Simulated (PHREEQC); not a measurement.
## Silver or lead bath: an equilibrium model

Solution (25 °C): 0.0196 mol/kgw AgNO3 and 0.036 mol/kgw Na2SO4. Closed to the air; pH follows from the charge balance.

All values are PHREEQC results (ion-association model, wateq4f.dat), not measurements.

| Quantity | Value |
|---|---|
| pH | 7.00 |
| ionic strength | 0.114 mol/kgw |

| species | molality | activity | log γ |
|---|---|---|---|
| Na+ | 0.0684 | 0.0530 | -0.111 |
| SO4-2 | 0.0292 | 0.0104 | -0.447 |
| NO3- | 0.0195 | 0.0145 | -0.129 |
| Ag+ | 0.0162 | 0.0126 | -0.111 |
| NaSO4- | 0.00355 | 0.00277 | -0.108 |
| AgSO4- | 0.00329 | 0.00255 | -0.111 |
| AgNO3 | 9.09e-5 | 9.33e-5 | 0.011 |
| OH- | 1.33e-7 | 9.96e-8 | -0.124 |

This is a speciation only: nothing precipitates in the calculation.
